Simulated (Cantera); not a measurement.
## Low-pressure radical oxidation in H2/O2

An isothermal, constant-pressure homogeneous reactor starts with H₂ : O₂ : N₂ = 0.013 : 1 : 1.5 (molar parts), equivalence ratio 0.0065, at 1350 K and 1.20 Torr.

Computed with Cantera and GRI-Mech 3.0 (53 species, 325 reactions). Radical loss at walls, strong at low pressure, is not modelled.

| t (s) | x H₂ | x O₂ | x H₂O₂ | x H₂O | x NO | x HO₂ |
|---|---|---|---|---|---|---|
| 0.000100 | 0.00517 | 0.398 | <1e-12 | <1e-12 | <1e-12 | 2.82e-10 |
| 0.000316 | 0.00517 | 0.398 | <1e-12 | 6.22e-12 | <1e-12 | 8.91e-10 |
| 0.00100 | 0.00517 | 0.398 | <1e-12 | 1.46e-10 | <1e-12 | 2.82e-9 |
| 0.00316 | 0.00517 | 0.398 | 2.14e-12 | 2.59e-9 | <1e-12 | 8.90e-9 |
| 0.0100 | 0.00517 | 0.398 | 1.87e-11 | 4.69e-8 | <1e-12 | 2.80e-8 |
| 0.0316 | 0.00517 | 0.398 | 1.27e-10 | 3.57e-6 | <1e-12 | 8.74e-8 |
| 0.100 | 0.000245 | 0.393 | 1.46e-9 | 0.00431 | 1.73e-10 | 4.26e-8 |
| 0.316 | 2.63e-5 | 0.393 | 7.23e-10 | 0.00474 | 1.83e-9 | 3.14e-8 |
| 1.00 | 2.59e-5 | 0.393 | 7.20e-10 | 0.00474 | 7.51e-9 | 3.12e-8 |
| 3.16 | 2.48e-5 | 0.393 | 7.11e-10 | 0.00476 | 2.54e-8 | 3.06e-8 |
| 10.0 | 2.17e-5 | 0.394 | 6.82e-10 | 0.00480 | 7.54e-8 | 2.86e-8 |
| 31.6 | 1.48e-5 | 0.394 | 5.96e-10 | 0.00489 | 1.89e-7 | 2.37e-8 |
| 100 | 6.06e-6 | 0.396 | 4.00e-10 | 0.00502 | 3.59e-7 | 1.46e-8 |
x: mole fraction; the columns are a selection and need not sum to one.

Equilibrium at this temperature and pressure: H₂ 4.22e-8, O₂ 0.396, H₂O₂ 1.03e-11, H₂O 0.00517, NO 0.000651, HO₂ 4.33e-9 (gas phase only).
